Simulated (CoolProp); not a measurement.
Properties of isopentane along the isotherm 304.3 K.

Values from CoolProp's reference Helmholtz-energy equation of state, Lemmon 2006. It is a short technical equation, of lower accuracy than the large ones.

```csv
p (kPa),phase,cv (kJ/(kg K)),speed of sound (m/s),isothermal compressibility (1/MPa)
2110,liquid,1.729,951.8,0.002396
4220,liquid,1.730,972.5,0.002273
6330,liquid,1.732,(withheld),(withheld)
8450,liquid,1.733,1012,0.002064
10600,liquid,1.734,1030,0.001974
12700,liquid,1.735,1048,(withheld)
14800,liquid,1.736,1065,0.001821
16900,liquid,1.737,1081,0.001754
19000,liquid,1.738,1097,0.001692
21100,liquid,1.740,1113,0.001635
23200,liquid,1.741,1128,0.001582
25300,liquid,1.742,1143,0.001533
27400,liquid,1.743,1157,0.001487
29600,liquid,(withheld),1172,0.001442
31700,liquid,1.745,1186,0.001402
33800,liquid,1.747,1199,0.001364
```

### Question
Some entries are withheld; supply them.

### Answer

- 6330, speed of sound (m/s): 992.4
- 6330, isothermal compressibility (1/MPa): 0.002163
- 12700, isothermal compressibility (1/MPa): 0.001894
- 29600, cv (kJ/(kg K)): 1.744
